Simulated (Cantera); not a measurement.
## Thermodynamics of abatement and gas-phase synthesis, feed NF3 + SO2 + H2

A closed system holds: 1 mol NF3, 0.31 mol SO2, 0.17 mol H2, equilibrated at 1 atm.

Cantera equilibrium calculation (NASA polynomials, part measured and part estimated; ideal gas, pure solids and liquids). Candidate condensed phases: H2O, H2SO4, S; 100 gas species. Ions and electrons are included (thermal ionisation). The tables' values for SOF2, SF3 are old estimates; treat these amounts as uncertain. The numbers say what is thermodynamically allowed, not how fast it happens.

```csv
T (K),log p F,log p N2,log p O,log p HF,log p S,log p SO2,log p H,log p SO,log p O2,log p N
2500,-0.16,-0.87,-2.79,-1.03,-4.41,-1.20,-6.75,-2.51,-1.90,-6.97
2750,-0.16,-0.88,-2.35,-1.04,-3.23,-1.21,-5.64,-1.90,-1.99,-6.06
3000,-0.16,-0.89,-1.90,-1.05,-2.51,-1.33,-4.70,-1.58,-1.91,-5.30
3250,-0.17,-0.91,-1.53,-1.06,-2.02,-1.55,-3.91,-1.43,-1.85,-4.66
3500,-0.18,-0.92,-1.25,-1.08,-1.66,-1.91,-3.22,-1.42,-1.89,-4.12
3750,-0.19,-0.94,-1.07,-1.10,-1.42,-2.40,-2.64,-1.53,-2.04,-3.64
4000,-0.20,-0.95,-0.97,-1.14,-1.29,-3.01,-2.15,-1.76,-2.28,-3.22
4250,-0.20,-0.96,-0.92,-1.22,-1.22,-3.69,-1.77,-2.06,-2.58,-2.86
4500,-0.20,-0.97,-0.90,-1.36,-1.19,-4.38,-1.50,-2.38,-2.89,-2.53
4750,-0.20,-0.98,-0.89,-1.56,-1.19,-5.03,-1.33,-2.69,-3.19,-2.24
5000,-0.20,-1.00,-0.89,-1.81,-1.19,-5.63,-1.24,-2.99,-3.47,-1.98
```
log p: log10 of the partial pressure in bar; nothing condenses.

From 2500 K to 5000 K nothing is condensed.
